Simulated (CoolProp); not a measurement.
A closed Brayton cycle with carbon dioxide: compressor inlet 330.15 K and 8.1 MPa, high pressure 27.1 MPa, turbine inlet 685 K, compressor efficiency 0.89, turbine efficiency 0.85, recuperator effectiveness 0.9 (on enthalpy, no pinch check). Each further row changes one setting.

The numbers come from the reference Helmholtz-energy equation of state, Span 1996 in CoolProp.

```
case                           thermal efficiency (%)  net work (kJ/kg)  compressor to turbine work  compressor exit (K)  turbine exit (K)
-----------------------------  ----------------------  ----------------  --------------------------  -------------------  ----------------
as stated                                        23.9              50.1                        0.57                435.4             562.0
turbine inlet 635 K                                 ?                 ?                        0.63                435.4             516.2
compressor inlet 340.15 K                           ?                 ?                        0.63                451.1             562.0
high pressure 23 MPa                             24.4                 ?                        0.54                    ?                 ?
recuperator effectiveness 0.5                    18.7              50.1                        0.57                435.4             562.0
```

**Question.** Some entries are withheld; supply them.

**Answer.** 
- turbine inlet 635 K, thermal efficiency (%): 20.1
- turbine inlet 635 K, net work (kJ/kg): 38.9
- compressor inlet 340.15 K, thermal efficiency (%): 21.7
- compressor inlet 340.15 K, net work (kJ/kg): 43.5
- high pressure 23 MPa, net work (kJ/kg): 47.2
- high pressure 23 MPa, compressor exit (K): 420.7
- high pressure 23 MPa, turbine exit (K): 578.4
